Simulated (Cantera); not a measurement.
An adiabatic, constant-volume homogeneous reactor starts with CH₄ : H₂ : O₂ : N₂ = 1 : 0.046 : 1.26 : 4.75 (molar parts), equivalence ratio 1.6, at 1198 K and 750 Torr.

Computed with Cantera and GRI-Mech 3.0 (53 species, 325 reactions).

**Question.** Predict: time of steepest temperature rise; temperature at 1.00 s; equilibrium temperature; x(H₂) at 1.00 s; x(O₂) at 1.00 s; x(NO) at 1.00 s.

**Answer.** 
```json
{
 "time_of_steepest_temperature_rise": "34.5 ms",
 "temperature at 1.00 s": "2760 K",
 "equilibrium_temperature": "2760 K",
 "x(H₂) at 1.00 s": "0.0914 (gas-phase equilibrium 0.0914)",
 "x(O₂) at 1.00 s": "0.000407 (gas-phase equilibrium 0.000407)",
 "x(NO) at 1.00 s": "0.00134 (gas-phase equilibrium 0.00134)"
}
```
